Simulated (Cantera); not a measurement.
**Catalytic stagnation flow on Pt**

A jet of CH₄ : O₂ : N₂ = 0.016 : 0.19 : 0.79 (molar parts), equivalence ratio 0.17 at 300 K and 39.0 Torr hits a platinum plate 3.4 cm away at a mass flux of 0.056 kg/m²/s; the plate temperature is set and raised in steps from an oxygen-covered start.

Cantera simulation using Deutschmann's 1995 Pt surface mechanism with GRI-Mech 3.0 gas chemistry; the numbers are that mechanism's predictions, not measurements. Catalytic surfaces can have several steady states; this one follows from the mechanism file's or the stated starting coverage.

```
plate T (K)  wall x CH₄  wall x O₂  wall x H₂O  wall x OH  wall x CO  wall x CO₂  θ free Pt   θ O*
-----------  ----------  ---------  ----------  ---------  ---------  ----------  ---------  -----
900              0.0129      0.184     0.00598    2.08e-8    4.85e-6     0.00390      0.201  0.799
950              0.0110      0.180     0.00946    7.18e-8    5.72e-6     0.00617      0.266  0.733
1000            0.00915      0.176      0.0129    2.07e-7    6.42e-6     0.00840      0.334  0.665
1050            0.00756      0.173      0.0158    5.22e-7    7.04e-6      0.0103      0.403  0.597
1100            0.00628      0.170      0.0181    1.18e-6    7.69e-6      0.0118      0.469  0.530
1150            0.00529      0.168      0.0199    2.42e-6    8.44e-6      0.0130      0.533  0.466
```
x: mole fraction at the wall; θ: surface coverage.
